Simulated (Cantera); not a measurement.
Input (Python, Cantera) and output of one run.

```python
import numpy as np
import cantera as ct

gas_names = [...]  # 95 gases of nasa_gas.yaml made of C, F, H
cond_names = """
    C(gr) C6H6(L) C7H8(L) C8H18(L),n-octa
""".split()


# ... load() reads the species with a 1 bar reference pressure and builds the phases ...
atoms = {
    'c-C4F8': {'C': 4, 'F': 8},
    'H2': {'H': 2},
}
top_T = {'C(gr)': 4500}  # K; cautious upper limits of use, not melting points


# ... equilibrate(T, P, feed) seeds the gas with the atoms and calls Mixture.equilibrate('TP', solver="vcs", rtol=1e-11, max_steps=5000) ...
results = []
feed = {'c-C4F8': 1, 'H2': 1.3}  # mol
T = 2600  # K
P = 32  # Pa
mix = equilibrate(T, P, feed)
results.append((T, P, feed, dict(zip(mix.species_names, mix.species_moles))))
print(gas.report(threshold=0.0001))
for i in range(1, mix.n_phases):
    print(f"{mix.phase(i).name:16s} {mix.phase_moles(i):12.5e} mol")
```

Result:

```
       temperature   2600 K
          pressure   32 Pa
           density   2.9426e-05 kg/m^3
  mean mol. weight   19.879 kg/kmol
   phase of matter   gas

                          1 kg             1 kmol
                     ---------------   ---------------
          enthalpy         1.898e+06        3.7731e+07  J
   internal energy        8.1056e+05        1.6113e+07  J
           entropy             14831        2.9483e+05  J/K
    Gibbs function       -3.6664e+07       -7.2884e+08  J
 heat capacity c_p            1333.2             26503  J/K
 heat capacity c_v            914.96             18189  J/K

                      mass frac. Y      mole frac. X     chem. pot. / RT
                     ---------------   ---------------   ---------------
                 C          0.001178         0.0019496           -3.3547
                CF          0.043305          0.027761           -30.635
               CF2          0.018697         0.0074322           -57.916
                C2        0.00078536        0.00064991           -6.7095
                C3          0.012544         0.0069206           -10.064
                 F           0.60492           0.63295           -27.281
                 H        0.00031294         0.0061717           -20.049
                HF           0.31813            0.3161           -47.329
     [  +87 minor]        0.00013599        5.9507e-05

C(gr)             3.52073e+00 mol
```

Cantera equilibrium calculation (NASA polynomials, part measured and part estimated; ideal gas, pure solids and liquids). The feed counts by its element totals alone.
